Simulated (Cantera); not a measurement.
An isothermal, constant-pressure homogeneous reactor starts with 95.0 % N2O, 5.03 % O2, at 1300 K and 1.00 bar.

Cantera simulation using GRI-Mech 3.0 (53 species, 325 reactions); the numbers are that mechanism's predictions, not measurements. GRI-Mech 3.0 was tuned for natural gas; its chemistry of N2O as a main component is partial and can be far from experiment. The mechanism lacks the step 2 NO + O2 → 2 NO2, which can matter for NO2 below about 1400 K. The temperature is held fixed by assumption; the heat of reaction is taken as removed at once.

x: mole fraction; the columns are a selection and need not sum to one.

```
t (s)       x N2O    x O2      x NO     x NO2      x N2
--------  -------  ------  --------  --------  --------
3.00e-6     0.950  0.0503   3.80e-7    <1e-12   5.86e-6
9.84e-6     0.950  0.0503   2.75e-6  2.14e-11   2.35e-5
3.23e-5     0.950  0.0504   1.31e-5  4.85e-10   8.88e-5
0.000106    0.949  0.0505   4.78e-5         …  0.000305
0.000347    0.948  0.0508  0.000162         …   0.00101
0.00114     0.944  0.0518  0.000533         …   0.00333
0.00373     0.932  0.0550   0.00173         …    0.0108
0.0122      0.895  0.0653   0.00548         …    0.0345
0.0402      0.786  0.0950    0.0162         …     0.103
0.132       0.537   0.163    0.0394         …     0.260
0.432       0.204   0.257    0.0651         …     0.473
1.42       0.0238   0.312    0.0713         …     0.592
4.65      9.10e-5   0.320    0.0706  0.000937     0.608
15.2      1.40e-6   0.320    0.0706  0.000942     0.608
50.0      1.39e-6   0.320    0.0704  0.000940     0.609
```

Task: Some entries are withheld; supply them.

Result: 
- 0.000106, x NO2: 6.42e-9
- 0.000347, x NO2: 7.19e-8
- 0.00114, x NO2: 7.28e-7
- 0.00373, x NO2: 6.23e-6
- 0.0122, x NO2: 3.69e-5
- 0.0402, x NO2: 0.000138
- 0.132, x NO2: 0.000358
- 0.432, x NO2: 0.000611
- 1.42, x NO2: 0.000718
